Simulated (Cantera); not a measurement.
An isothermal, constant-pressure homogeneous reactor starts with H2 : O2 : N2 = 0.0096 : 1 : 2.2 (molar parts), at 1100 K and 0.0190 bar. Integrator tolerance rtol = 1e-08.

Cantera simulation using GRI-Mech 3.0 (53 species, 325 reactions); the numbers are that mechanism's predictions, not measurements. Radical loss at walls, strong at low pressure, is not modelled.

Problem. What does this change do: temperature 1100 to 1350 K?

Solution. 
```
quantity                                            before                                     after
----------------  ----------------------------------------  ----------------------------------------
x(H2) at 1.00 s   8.04e-7 (gas-phase equilibrium 5.17e-11)   3.24e-6 (gas-phase equilibrium 8.00e-9)
x(O2) at 1.00 s        0.310 (gas-phase equilibrium 0.310)       0.310 (gas-phase equilibrium 0.310)
x(NO) at 1.00 s    1.11e-8 (gas-phase equilibrium 9.70e-5)  1.18e-7 (gas-phase equilibrium 0.000617)
x(NO2) at 1.00 s  7.36e-12 (gas-phase equilibrium 4.63e-7)  2.01e-11 (gas-phase equilibrium 9.19e-7)
x(OH) at 1.00 s    4.02e-5 (gas-phase equilibrium 3.51e-7)  0.000189 (gas-phase equilibrium 9.45e-6)
```
